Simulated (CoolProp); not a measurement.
Values from CoolProp's reference Helmholtz-energy equation of state, Beckmüller 2019.

Problem. For n-octane, give the phase and the Joule-Thomson coefficient (K/MPa), viscosity (µPa s) at 404.8 K and 0.0233 MPa; 615.5 K and 1.07 MPa; 382.7 K and 0.0195 MPa.

Solution. 
- 404.8 K and 0.0233 MPa: gas; Joule-Thomson coefficient 26.3, viscosity 7.69
- 615.5 K and 1.07 MPa: gas; Joule-Thomson coefficient 7.16, viscosity 12.0
- 382.7 K and 0.0195 MPa: gas; Joule-Thomson coefficient 32.7, viscosity 7.28

Viscosity comes from a separate model (Huber 2004).
